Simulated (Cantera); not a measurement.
Adiabatic ignition

An adiabatic, constant-pressure homogeneous reactor starts with CO : H₂ : CH₄ : O₂ : N₂ : H₂O = 1 : 0.094 : 0.11 : 1.67 : 6.27 : 2.2 (molar parts), at 1375 K and 250000 Pa.

Model: GRI-Mech 3.0 (53 species, 325 reactions), integrated in Cantera.

```json
[
 {"t (s)": "1.00e-6", "T (K)": "1375", "x CO": "0.0882", "x H₂": "0.00829", "x CH₄": "0.00970", "x C₂H₆": "<1e-12", "x O": "1.38e-8", "x H₂O": "0.194"},
 {"t (s)": "3.05e-6", "T (K)": "1375", "x CO": "0.0882", "x H₂": "0.00829", "x CH₄": "0.00970", "x C₂H₆": "<1e-12", "x O": "3.28e-8", "x H₂O": "0.194"},
 {"t (s)": "9.30e-6", "T (K)": "1375", "x CO": "0.0882", "x H₂": "0.00829", "x CH₄": "0.00970", "x C₂H₆": "7.08e-11", "x O": "8.87e-8", "x H₂O": "0.194"},
 {"t (s)": "2.83e-5", "T (K)": "1375", "x CO": "0.0881", "x H₂": "0.00828", "x CH₄": "0.00969", "x C₂H₆": "2.66e-8", "x O": "6.18e-7", "x H₂O": "0.194"},
 {"t (s)": "8.64e-5", "T (K)": "1416", "x CO": "0.0873", "x H₂": "0.00783", "x CH₄": "0.00705", "x C₂H₆": "9.67e-5", "x O": "0.000107", "x H₂O": "0.198"},
 {"t (s)": "0.000263", "T (K)": "2203", "x CO": "0.00233", "x H₂": "0.000870", "x CH₄": "<1e-12", "x C₂H₆": "<1e-12", "x O": "0.000732", "x H₂O": "0.228"},
 {"t (s)": "0.000803", "T (K)": "2214", "x CO": "0.00148", "x H₂": "0.000632", "x CH₄": "<1e-12", "x C₂H₆": "<1e-12", "x O": "0.000543", "x H₂O": "0.229"},
 {"t (s)": "0.00245", "T (K)": "2214", "x CO": "0.00148", "x H₂": "0.000631", "x CH₄": "<1e-12", "x C₂H₆": "<1e-12", "x O": "0.000542", "x H₂O": "0.229"},
 {"t (s)": "0.00747", "T (K)": "2214", "x CO": "0.00148", "x H₂": "0.000630", "x CH₄": "<1e-12", "x C₂H₆": "<1e-12", "x O": "0.000541", "x H₂O": "0.229"},
 {"t (s)": "0.0228", "T (K)": "2213", "x CO": "0.00147", "x H₂": "0.000628", "x CH₄": "<1e-12", "x C₂H₆": "<1e-12", "x O": "0.000536", "x H₂O": "0.229"},
 {"t (s)": "0.0694", "T (K)": "2210", "x CO": "0.00145", "x H₂": "0.000620", "x CH₄": "<1e-12", "x C₂H₆": "<1e-12", "x O": "0.000525", "x H₂O": "0.229"},
 {"t (s)": "0.212", "T (K)": "2205", "x CO": "0.00142", "x H₂": "0.000607", "x CH₄": "<1e-12", "x C₂H₆": "<1e-12", "x O": "0.000505", "x H₂O": "0.229"},
 {"t (s)": "0.645", "T (K)": "2202", "x CO": "0.00140", "x H₂": "0.000599", "x CH₄": "<1e-12", "x C₂H₆": "<1e-12", "x O": "0.000493", "x H₂O": "0.229"},
 {"t (s)": "1.97", "T (K)": "2202", "x CO": "0.00140", "x H₂": "0.000599", "x CH₄": "<1e-12", "x C₂H₆": "<1e-12", "x O": "0.000493", "x H₂O": "0.229"},
 {"t (s)": "6.00", "T (K)": "2202", "x CO": "0.00140", "x H₂": "0.000599", "x CH₄": "<1e-12", "x C₂H₆": "<1e-12", "x O": "0.000493", "x H₂O": "0.229"}
]
```
x: mole fraction; the columns are a selection and need not sum to one.

```
Property                                                              Result
---------------------------------  -----------------------------------------
time of steepest temperature rise                                   0.120 ms
temperature at 6.00 s                                                 2202 K
equilibrium temperature                                               2202 K
x(CO) at 6.00 s                      0.00140 (gas-phase equilibrium 0.00140)
x(H₂) at 6.00 s                    0.000599 (gas-phase equilibrium 0.000599)
x(CH₄) at 6.00 s                       <1e-12 (gas-phase equilibrium <1e-12)
```
